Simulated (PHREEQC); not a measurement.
A solution holds 0.019 mol/kgw HF and 0.00035 mol/kgw (CH3)4NF, at 20 °C. Closed to the air; pH follows from the charge balance.

Computed with PHREEQC (ion-association model, phreeqc.dat).

Precipitation was switched off in this run.

### Question
Estimate the pH, ionic strength.

### Answer
pH 2.48; ionic strength 0.00384 mol/kgw.

### Question
In which forms is F present?

### Answer
HF 79 %, F- 19 %, HF2- 2.1 % of the F.

(CH3)4N+ isn't in the database: it is added as a free cation with an ion size of 4 Å.
